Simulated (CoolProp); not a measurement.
A single-stage vapour-compression cycle with R115: evaporating at 234.15 K (dew point), condensing at 299.15 K (bubble point), superheat 10 K, subcooling 2 K, compressor efficiency 0.65, no pressure losses. Each further row changes one setting.

Model: reference Helmholtz-energy equation of state, Lemmon 2016, in CoolProp.

```tsv
case	cooling COP	pressure ratio	discharge temperature (K)	refrigerating effect (kJ/kg)	volumetric capacity (kJ/m³)
as stated	1.53	9.06	319.3	68.3	552
evaporating temperature 239.15 K	1.77	7.29	317.7	71.2	705
condensing temperature 294.15 K	1.76	7.94	314.4	73.7	596
subcooling 7 K	1.66	9.06	319.3	73.7	596
superheat 20 K	1.60	9.06	330.1	74.9	579
compressor efficiency 0.55	1.30	9.06	329.1	68.3	552
```
